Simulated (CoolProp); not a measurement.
Dimethyl carbonate at 590.56 K and 6.84 MPa is throttled through a valve to 4.77 MPa with no heat exchange. Each further row changes one setting.

The numbers come from the reference Helmholtz-energy equation of state, Zhou 2011 in CoolProp.

| case | temperature change (K) | final phase | final density (kg/m³) |
|---|---|---|---|
| as stated | -24.8 | gas | 172 |
| outlet pressure 1.43 MPa | -65.5 | gas | 34.1 |
| outlet pressure 6.2 MPa | -6.5 | supercritical | 260 |
